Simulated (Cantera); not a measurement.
Feed: 1 mol Ca(OH)2, 2.9 mol H2, a varied amount of CO2, at 750 K and 8.20 bar.

Method: chemical equilibrium by Gibbs-energy minimisation in Cantera with the NASA 1993 tables (ideal gas, pure condensed phases). Candidate condensed phases: C, C6H6, C7H8, C8H18, Ca, CaCO3, CaO, Ca(OH)2, H2O; 115 gas species. Kinetics and transport are ignored.

x: gas mole fraction; n: condensed amount in mol.

| n(CO2) (mol) | x CO2 | x H2O | x H2 | x CH4 | x CO | n CaCO3(calcite) | n Ca(OH)2(s) | n C(graphite) |
|---|---|---|---|---|---|---|---|---|
| 0.86 | 4.92e-5 | 0.368 | 0.536 | 0.0957 | 1.17e-5 | 0.558 | 0.442 | 0 |
| 1.7 | 0.0320 | 0.635 | 0.161 | 0.171 | 0.00133 | 1.00 | 0 | 0 |
| 2.5 | 0.205 | 0.548 | 0.0911 | 0.150 | 0.00558 | 1.00 | 0 | 0 |
| 3.3 | … | … | … | … | … | 1.00 | 0 | 0 |
| 4.2 | … | 0.423 | … | … | 0.00955 | 1.00 | 0 | … |
| 5 | 0.474 | 0.394 | 0.0518 | 0.0702 | 0.0102 | 1.00 | 0 | 0.309 |
| 5.8 | 0.522 | 0.366 | 0.0459 | 0.0553 | 0.0107 | 1.00 | 0 | 0.414 |
| 6.7 | 0.566 | 0.338 | 0.0407 | 0.0435 | 0.0111 | 1.00 | 0 | 0.505 |
| 7.5 | 0.599 | 0.316 | 0.0370 | 0.0359 | 0.0115 | 1.00 | 0 | 0.569 |
| 8.3 | 0.628 | 0.297 | 0.0339 | 0.0301 | 0.0117 | 1.00 | 0 | 0.621 |
| 9.1 | 0.652 | 0.279 | 0.0313 | 0.0257 | 0.0120 | 1.00 | 0 | 0.663 |
| 10 | 0.676 | 0.261 | 0.0288 | 0.0217 | 0.0122 | 1.00 | 0 | 0.703 |

Q: Fill in the missing entries.

A: 
- 3.3, x CO2: 0.330
- 3.3, x H2O: 0.464
- 3.3, x H2: 0.0713
- 3.3, x CH4: 0.127
- 3.3, x CO: 0.00829
- 4.2, x CO2: 0.416
- 4.2, x H2: 0.0593
- 4.2, x CH4: 0.0922
- 4.2, n C(graphite): 0.169
